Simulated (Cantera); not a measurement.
A perfectly stirred reactor is fed with 9.12 % CH4, 0.520 % C2H6, 0.493 % C3H8, 17.3 % O2, 65.1 % N2, 7.39 % CO2, equivalence ratio 1.3, at 10.0 bar; it is adiabatic with a 423 K inlet, and is followed from long to short residence time, starting on the burning branch (τ in s: 0.055, 0.026, 0.012, 0.0059, 0.0028, 0.0013, 0.00063, 0.0003, 0.00014, 6.7e-05, 3.2e-05, 1.5e-05, 7.2e-06).

Computed with Cantera and GRI-Mech 3.0 (53 species, 325 reactions).

x: mole fraction; the columns are a selection and need not sum to one.

```json
[
 {"τ (s)": "0.055", "T (K)": "1992", "x CH4": "0.000408", "x C2H6": "1.87e-7", "x C3H8": "4.47e-8", "x CH3": "3.19e-5", "x H2O": "0.179"},
 {"τ (s)": "0.026", "T (K)": "1992", "x CH4": "0.000684", "x C2H6": "5.07e-7", "x C3H8": "9.31e-8", "x CH3": "5.71e-5", "x H2O": "0.179"},
 {"τ (s)": "0.012", "T (K)": "1991", "x CH4": "0.00107", "x C2H6": "1.34e-6", "x C3H8": "1.98e-7", "x CH3": "9.80e-5", "x H2O": "0.179"},
 {"τ (s)": "0.0059", "T (K)": "1987", "x CH4": "0.00149", "x C2H6": "3.07e-6", "x C3H8": "3.98e-7", "x CH3": "0.000152", "x H2O": "0.179"},
 {"τ (s)": "0.0028", "T (K)": "1978", "x CH4": "0.00201", "x C2H6": "6.94e-6", "x C3H8": "8.36e-7", "x CH3": "0.000229", "x H2O": "0.178"},
 {"τ (s)": "0.0013", "T (K)": "1961", "x CH4": "0.00267", "x C2H6": "1.59e-5", "x C3H8": "1.85e-6", "x CH3": "0.000337", "x H2O": "0.177"},
 {"τ (s)": "0.00063", "T (K)": "1928", "x CH4": "0.00365", "x C2H6": "3.75e-5", "x C3H8": "4.24e-6", "x CH3": "0.000471", "x H2O": "0.174"},
 {"τ (s)": "0.00030", "T (K)": "1841", "x CH4": "[?]", "x C2H6": "[?]", "x C3H8": "[?]", "x CH3": "[?]", "x H2O": "0.167"},
 {"τ (s)": "0.00014", "T (K)": "423", "x CH4": "0.0912", "x C2H6": "0.00520", "x C3H8": "0.00493", "x CH3": "<1e-12", "x H2O": "<1e-12"},
 {"τ (s)": "6.7e-5", "T (K)": "423", "x CH4": "0.0912", "x C2H6": "0.00520", "x C3H8": "0.00493", "x CH3": "<1e-12", "x H2O": "<1e-12"},
 {"τ (s)": "3.2e-5", "T (K)": "423", "x CH4": "0.0912", "x C2H6": "0.00520", "x C3H8": "0.00493", "x CH3": "<1e-12", "x H2O": "<1e-12"},
 {"τ (s)": "1.5e-5", "T (K)": "423", "x CH4": "0.0912", "x C2H6": "0.00520", "x C3H8": "0.00493", "x CH3": "<1e-12", "x H2O": "<1e-12"},
 {"τ (s)": "7.2e-6", "T (K)": "423", "x CH4": "0.0912", "x C2H6": "0.00520", "x C3H8": "0.00493", "x CH3": "<1e-12", "x H2O": "<1e-12"}
]
```

Q: Some entries are withheld; supply them.

A: 
- 0.00030, x CH4: 0.00639
- 0.00030, x C2H6: 0.000134
- 0.00030, x C3H8: 1.43e-5
- 0.00030, x CH3: 0.000639
